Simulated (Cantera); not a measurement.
A closed system holds: 1 mol CH3Cl, 0.17 mol H2, equilibrated at 0.230 bar.

Equilibrium computed with Cantera from the NASA thermochemical tables; the gas is ideal and each condensed phase is pure. Candidate condensed phases: C, C6H6, C7H8, C8H18; 91 gas species. Kinetics and transport are ignored.

Task: At 1802 °C, list the 4 most abundant gas species with their mole fractions, and the condensed phases.

Result: H2 0.536, HCl 0.457, H 0.00407, Cl 0.00256. Condensed: C(graphite).
